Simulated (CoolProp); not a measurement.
Dimethyl carbonate at several states: Z from the reference equation and from simpler models built on Tc = 557.0 K, pc = 4.909 MPa, ω = 0.346; each cubic takes its own stable root.

Model: reference Helmholtz-energy equation of state, Zhou 2011, in CoolProp.

```
T (K)  p (MPa)   phase  reference  van der Waals  Redlich-Kwong  Soave-Redlich-Kwong  Peng-Robinson
-----  -------  ------  ---------  -------------  -------------  -------------------  -------------
543.7    0.263     gas     0.9798         0.9829         0.9802               0.9799         0.9778
431.9     3.31  liquid          ?              ?         0.1129               0.1066        0.09414
395.3   0.0534     gas     0.9886         0.9928         0.9903               0.9888         0.9883
435.4     2.61  liquid    0.07480         0.1273              ?                    ?              ?
```

**Question.** Complete the blanks.

**Answer.** 
- 431.9, reference: 0.09479
- 431.9, van der Waals: 0.1601
- 435.4, Redlich-Kwong: 0.08959
- 435.4, Soave-Redlich-Kwong: 0.08434
- 435.4, Peng-Robinson: 0.07445
